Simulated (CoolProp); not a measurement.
Vapour-liquid equilibrium of propane (1) + neopentane (2) at 52.35 °C; x and y are mole fractions of (1).

Values from CoolProp's multi-fluid Helmholtz-energy mixture model, Lemmon 2009 and Lemmon 2006; pair parameters Bell 2016.

```json
[
 {"x": "0.05", "bubble pressure, mixture model (MPa)": "0.4130", "bubble pressure, Raoult's law (MPa)": "0.4499", "y, mixture model": "0.119", "y, Raoult's law": "0.200"},
 {"x": "0.2", "bubble pressure, mixture model (MPa)": "0.5219", "bubble pressure, Raoult's law (MPa)": "0.6634", "y, mixture model": "0.393", "y, Raoult's law": "0.543"},
 {"x": "0.35", "bubble pressure, mixture model (MPa)": "0.6554", "bubble pressure, Raoult's law (MPa)": "0.8770", "y, mixture model": "0.599", "y, Raoult's law": "0.719"},
 {"x": "0.5", "bubble pressure, mixture model (MPa)": "0.8320", "bubble pressure, Raoult's law (MPa)": "1.091", "y, mixture model": "0.757", "y, Raoult's law": "0.826"},
 {"x": "0.65", "bubble pressure, mixture model (MPa)": "1.066", "bubble pressure, Raoult's law (MPa)": "1.304", "y, mixture model": "0.871", "y, Raoult's law": "0.898"},
 {"x": "0.8", "bubble pressure, mixture model (MPa)": "1.359", "bubble pressure, Raoult's law (MPa)": "1.518", "y, mixture model": "0.945", "y, Raoult's law": "0.950"},
 {"x": "0.95", "bubble pressure, mixture model (MPa)": "1.690", "bubble pressure, Raoult's law (MPa)": "1.731", "y, mixture model": "0.990", "y, Raoult's law": "0.989"}
]
```

The largest gap from Raoult's law is -25.3 % in bubble pressure, at x = 0.35. No azeotrope shows between x = 0.05 and 0.95.

Pair parameters are fitted to limited data, so mixtures are less certain than the pure fluids.
